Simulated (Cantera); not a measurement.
Si + H₂ + HCl (chlorosilane synthesis and conversion)

Charge: 1 mol Si, 4.9 mol H₂, 0.6 mol HCl, at 1475 °C.

Method: chemical equilibrium by Gibbs-energy minimisation in Cantera with the NASA 1993 tables (ideal gas, pure condensed phases). Candidate condensed phases: Si; 19 gas species. The tables' values for SiCl₃, SiCl are old estimates; treat these amounts as uncertain. Gases not in the tables: Si₂H₆ and higher silanes. Rates play no part.

```tsv
P (Pa)	x H₂	x HCl	x SiCl₂	x SiHCl₃	x SiCl₃	x SiH₂Cl₂	x SiCl₄	x H	n Si(l)
10000	0.909	0.0710	0.0185	2.11e-5	0.000278	1.05e-5	7.48e-6	0.000689	0.896
26000	0.910	0.0708	0.0183	5.40e-5	0.000443	2.72e-5	1.91e-5	0.000427	0.896
67000	0.910	0.0702	0.0180	0.000136	0.000694	6.89e-5	4.77e-5	0.000266	0.895
170000	0.911	0.0692	0.0175	0.000330	0.00106	0.000170	0.000114	0.000167	0.894
450000	0.913	0.0672	0.0165	0.000800	0.00157	0.000425	0.000268	0.000103	0.892
1200000	0.916	0.0637	0.0147	0.00181	0.00217	0.00102	0.000571	6.31e-5	0.888
3000000	0.920	0.0584	0.0123	0.00346	0.00263	0.00213	0.000999	4.00e-5	0.880
```
x: gas mole fraction; n: condensed amount in mol.

From 10000 Pa to 3000000 Pa the condensed part is Si(l). The main Si-bearing gas is SiCl₂ throughout.
